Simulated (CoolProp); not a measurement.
Vapour-liquid equilibrium of methanol (1) + ethanol (2) at 1.26 bar; x and y are mole fractions of (1).

The numbers come from the multi-fluid Helmholtz-energy mixture model, de Reuck 1993 and Schroeder 2014; pair parameters Bell 2016 in CoolProp.

```csv
x,"bubble temperature, mixture model (K)","bubble temperature, Raoult's law (K)","y, mixture model","y, Raoult's law"
0.05,356.3,356.3,0.080,0.080
0.125,355.1,355.1,0.189,0.193
0.2,353.9,353.9,0.288,0.295
0.275,352.8,352.7,0.379,0.390
0.35,351.8,351.6,0.464,0.476
0.425,350.8,350.5,0.543,0.556
0.5,349.8,349.5,0.618,0.630
0.575,348.8,348.5,0.688,0.698
0.65,347.8,347.5,0.753,0.761
0.725,346.8,346.5,0.815,0.819
0.8,345.8,345.6,0.872,0.873
0.875,344.9,344.7,0.924,0.924
0.95,343.9,343.8,0.971,0.971
```

The largest gap from Raoult's law is +0.3 K in bubble temperature, at x = 0.575. No azeotrope shows between x = 0.05 and 0.95.

The pair parameters rest on a limited set of measurements; away from them the model extrapolates.
